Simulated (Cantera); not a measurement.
A Cantera script and its output.

```python
import numpy as np
import cantera as ct

gas = ct.Solution("gri30.yaml")


def delay(T, t_max=10):
    gas.TPX = T, 101325, {'CO': 1, 'H2': 0.036, 'O2': 0.996, 'N2': 3.75, 'H2O': 1.6}
    reactor = ct.IdealGasConstPressureReactor(gas, clone=False)
    net = ct.ReactorNet([reactor])
    net.rtol, net.atol = 1e-8, 1e-16
    while net.time < t_max:
        t_old, T_old = net.time, reactor.T
        net.step()
        if reactor.T > T + 400:  # ignition: a rise of 400 K
            return t_old + (T + 400 - T_old) / (reactor.T - T_old) * (net.time - t_old)
    return np.nan


taus = []
for T in [1150, 1200, 1250, 1300, 1350, 1400, 1450, 1500, 1550, 1600]:
    taus.append(delay(T))
    print(f"T0 = {T:6g} K   tau = {taus[-1]:.4e} s")
```

Result:

```
T0 =   1150 K   tau = 5.6194e-04 s
T0 =   1200 K   tau = 3.3485e-04 s
T0 =   1250 K   tau = 2.3418e-04 s
T0 =   1300 K   tau = 1.7960e-04 s
T0 =   1350 K   tau = 1.4629e-04 s
T0 =   1400 K   tau = 1.2439e-04 s
T0 =   1450 K   tau = 1.0932e-04 s
T0 =   1500 K   tau = 9.8716e-05 s
T0 =   1550 K   tau = 9.1227e-05 s
T0 =   1600 K   tau = 8.6059e-05 s
```

Cantera simulation using GRI-Mech 3.0 (53 species, 325 reactions); the numbers are that mechanism's predictions, not measurements. Where the delays flatten at high temperature, the 400 K rule measures the pace of heat release, not the induction time.
